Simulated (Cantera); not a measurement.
Charge: 1 mol NF3, 0.11 mol O2, 0.17 mol H2, at 1550 K and 7.50 Torr.

Method: chemical equilibrium by Gibbs-energy minimisation in Cantera with the NASA 1993 tables (ideal gas, pure condensed phases). Candidate condensed phases: H2O; 40 gas species. The numbers say what is thermodynamically allowed, not how fast it happens.

Base state: F 0.736, N2 0.138, HF 0.0942, O2 0.0304, F2 0.000473, NO 0.000247, O 1.36e-5 (mole fractions); condensed: gas only.

Problem. What changes in the equilibrium state with this change: H2 from 0.17 to 2.9 mol?

Solution. 
```csv
species,before,after
HF,0.0942,0.612
H2,<1e-9,0.241
N2,0.138,0.102
F,0.736,1.53e-8
H2O,<1e-9,0.0449
O2,0.0304,<1e-9
F2,0.000473,<1e-9
H,<1e-9,0.000155
```
